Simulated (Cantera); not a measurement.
Thermodynamics of carbothermic reduction, feed TiO₂ + CO + H₂

Feed: 1 mol TiO₂, 1 mol CO, 0.79 mol H₂, held at 0.0140 bar.

These are equilibrium values from Cantera (NASA tables, ideal gas, pure condensed phases), not measurements of a reactor. Candidate condensed phases: C, C₆H₆, C₇H₈, C₈H₁₈, H₂O, Ti, TiC, TiO, TiO₂, Ti₂O₃, Ti₃O₅, Ti₄O₇; 113 gas species. Mutual solubility and eutectic melting of coexisting phases are not modelled. Condensed phases not in the tables: Magnéli phases beyond Ti₄O₇. Rates play no part.

| T (°C) | x CO | x H₂ | x H₂O | x CO₂ | x H | x OH | x CH₄ | n TiO₂(rutile) | n Ti₄O₇(s) |
|---|---|---|---|---|---|---|---|---|---|
| 1050 | 0.558 | 0.440 | 0.00164 | 0.00112 | 8.89e-6 | 4.78e-10 | 2.83e-7 | 0.980 | 0.00493 |
| 1100 | 0.557 | 0.439 | 0.00256 | 0.00158 | 1.86e-5 | 1.94e-9 | 8.51e-8 | 0.970 | 0.00739 |
| 1150 | 0.556 | 0.437 | 0.00387 | 0.00217 | 3.71e-5 | 7.13e-9 | 2.77e-8 | 0.957 | 0.0108 |
| 1200 | 0.556 | 0.436 | 0.00571 | 0.00294 | 7.06e-5 | 2.41e-8 | 9.70e-9 | 0.938 | 0.0155 |
| 1250 | 0.555 | 0.433 | 0.00820 | 0.00391 | 0.000129 | 7.50e-8 | 3.62e-9 | 0.913 | 0.0217 |
| 1300 | 0.553 | 0.430 | 0.0115 | 0.00512 | 0.000225 | 2.18e-7 | 1.43e-9 | 0.881 | 0.0298 |
| 1350 | 0.552 | 0.425 | 0.0158 | 0.00661 | 0.000381 | 5.92e-7 | 5.92e-10 | 0.840 | 0.0401 |
| 1400 | 0.550 | 0.420 | 0.0212 | 0.00841 | 0.000624 | 1.52e-6 | 2.56e-10 | 0.788 | 0.0531 |
| 1450 | 0.548 | 0.413 | 0.0280 | 0.0106 | 0.000990 | 3.68e-6 | 1.15e-10 | 0.724 | 0.0691 |
| 1500 | 0.545 | 0.404 | 0.0362 | 0.0131 | 0.00153 | 8.48e-6 | 5.36e-11 | 0.647 | 0.0884 |
x: gas mole fraction; n: condensed amount in mol.

From 1050 °C to 1500 °C the condensed part is TiO₂(rutile) + Ti₄O₇(s).
